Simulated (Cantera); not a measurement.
An isothermal, constant-pressure homogeneous reactor starts with NO : N₂ = 1 : 0.79 (molar parts), at 1873 K and 0.550 bar.

Cantera simulation using GRI-Mech 3.0 (53 species, 325 reactions); the numbers are that mechanism's predictions, not measurements.

x: mole fraction; the columns are a selection and need not sum to one.

| t (s) | x NO | x O | x NO₂ | x N₂O | x O₂ | x N₂ |
|---|---|---|---|---|---|---|
| 3.00e-5 | 0.559 | 1.76e-6 | 4.96e-7 | 2.22e-6 | 7.01e-9 | 0.441 |
| 6.63e-5 | 0.559 | 3.05e-6 | 1.97e-6 | 4.85e-6 | 3.03e-8 | 0.441 |
| 0.000147 | 0.559 | 4.66e-6 | 6.64e-6 | 1.05e-5 | 1.28e-7 | 0.441 |
| 0.000324 | 0.559 | ___ | ___ | ___ | ___ | 0.441 |
| 0.000717 | 0.559 | 1.19e-5 | 4.64e-5 | 4.42e-5 | 3.37e-6 | 0.441 |
| 0.00158 | 0.558 | 2.06e-5 | 9.91e-5 | 7.88e-5 | 2.32e-5 | 0.441 |
| 0.00350 | 0.558 | 2.85e-5 | 0.000149 | 0.000115 | 0.000130 | 0.442 |
| 0.00775 | 0.557 | 3.11e-5 | 0.000165 | 0.000132 | 0.000455 | 0.442 |
| 0.0171 | 0.556 | 3.25e-5 | 0.000173 | 0.000133 | 0.00121 | 0.443 |
| 0.0379 | 0.552 | 3.51e-5 | 0.000187 | 0.000131 | 0.00287 | 0.444 |
| 0.0837 | 0.545 | ___ | ___ | 0.000127 | ___ | 0.448 |
| 0.185 | 0.529 | 4.92e-5 | 0.000262 | 0.000119 | 0.0144 | 0.456 |
| 0.409 | 0.496 | 6.41e-5 | 0.000328 | 0.000103 | 0.0310 | 0.473 |
| 0.905 | 0.432 | 8.56e-5 | 0.000390 | 7.67e-5 | 0.0630 | 0.505 |
| 2.00 | 0.326 | 0.000112 | 0.000392 | 4.28e-5 | 0.116 | 0.558 |

Q: Complete the blanks.

A: 
- 0.000324, x O: 7.05e-6
- 0.000324, x NO₂: 1.86e-5
- 0.000324, x N₂O: 2.21e-5
- 0.000324, x O₂: 5.84e-7
- 0.0837, x O: 4.01e-5
- 0.0837, x NO₂: 0.000215
- 0.0837, x O₂: 0.00651
